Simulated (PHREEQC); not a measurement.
Copper plating or etch bath (model solution)

Consider water at 25 °C with 0.061 mol Cu(NO3)2 and 0.00027 mol FeCl3 per kg of water. Closed to the air; pH follows from the charge balance.

All values are PHREEQC results (ion-association model, phreeqc.dat), not measurements.

Each row changes one thing in this solution. This is a speciation only: nothing precipitates in the calculation.

```json
[
 {"case": "as made", "pH": "3.57", "CuOH+ (mol/kgw)": "1.04e-6", "Cu2(OH)2+2 (mol/kgw)": "7.86e-7", "Cu(OH)2 (mol/kgw)": "5.56e-9"},
 {"case": "temperature from 25 to 20 °C", "pH": "3.59", "CuOH+ (mol/kgw)": "1.09e-6", "Cu2(OH)2+2 (mol/kgw)": "5.19e-7", "Cu(OH)2 (mol/kgw)": "6.10e-9"},
 {"case": "temperature from 25 to 55 °C", "pH": "3.48", "CuOH+ (mol/kgw)": "8.12e-7", "Cu2(OH)2+2 (mol/kgw)": "7.42e-6", "Cu(OH)2 (mol/kgw)": "3.47e-9"},
 {"case": "FeCl3 left out", "pH": "4.33", "CuOH+ (mol/kgw)": "6.00e-6", "Cu2(OH)2+2 (mol/kgw)": "2.61e-5", "Cu(OH)2 (mol/kgw)": "1.85e-7"},
 {"case": "FeCl3 from 0.00027 to 0.000297 mol/kgw", "pH": "3.54", "CuOH+ (mol/kgw)": "9.65e-7", "Cu2(OH)2+2 (mol/kgw)": "6.76e-7", "Cu(OH)2 (mol/kgw)": "4.79e-9"},
 {"case": "Cu(NO3)2 from 0.061 to 0.305 mol/kgw", "pH": "…", "CuOH+ (mol/kgw)": "…", "Cu2(OH)2+2 (mol/kgw)": "7.65e-6", "Cu(OH)2 (mol/kgw)": "1.68e-8"},
 {"case": "0.007 mol/kgw HBr added", "pH": "2.25", "CuOH+ (mol/kgw)": "4.92e-8", "Cu2(OH)2+2 (mol/kgw)": "1.76e-9", "Cu(OH)2 (mol/kgw)": "…"}
]
```

Q: What belongs in the gaps?

A: 
- Cu(NO3)2 from 0.061 to 0.305 mol/kgw, pH: 3.60
- Cu(NO3)2 from 0.061 to 0.305 mol/kgw, CuOH+ (mol/kgw): 4.16e-6
- 0.007 mol/kgw HBr added, Cu(OH)2 (mol/kgw): 1.25e-11

The ionic strength passes 0.7 mol/kgw, the rough limit of the ion-association models, in Cu(NO3)2 from 0.061 to 0.305 mol/kgw. Some of these states are supersaturated (in Fe(OH)3(a), Hematite (slow to form), Goethite (slow to form), for instance). At this temperature some constants are extrapolated from 25 °C, and those without enthalpy data are left unchanged.
